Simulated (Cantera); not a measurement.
# N2O furnace oxynitridation

A perfectly stirred reactor is fed with N₂O : N₂ = 1 : 0.22 (molar parts), at 0.0267 bar; it is held at 1450 K, and followed from long to short residence time.

Computed with Cantera and GRI-Mech 3.0 (53 species, 325 reactions). GRI-Mech 3.0 was tuned for natural gas; its chemistry of N2O as a main component is partial and can be far from experiment. Radical loss at walls, strong at low pressure, is not modelled. The temperature is held fixed by assumption; the heat of reaction is taken as removed at once.

```tsv
τ (s)	x N₂O	x NO	x N₂	x O₂	x O	x NO₂
5.6	0.112	0.110	0.582	0.196	4.22e-5	3.42e-5
2.5	0.213	0.0949	0.525	0.168	4.30e-5	2.76e-5
1.1	0.362	0.0719	0.440	0.126	4.34e-5	1.87e-5
0.51	0.517	0.0477	0.352	0.0836	4.35e-5	1.09e-5
0.23	0.648	0.0270	0.278	0.0473	4.36e-5	5.32e-6
0.10	0.735	0.0133	0.228	0.0233	4.36e-5	2.18e-6
0.047	0.778	0.00662	0.204	0.0116	4.36e-5	8.57e-7
0.021	0.800	0.00303	0.191	0.00531	4.34e-5	2.71e-7
0.0096	0.811	0.00140	0.185	0.00244	4.31e-5	7.53e-8
0.0043	0.816	0.000619	0.183	0.00108	4.24e-5	1.74e-8
```
x: mole fraction; the columns are a selection and need not sum to one.
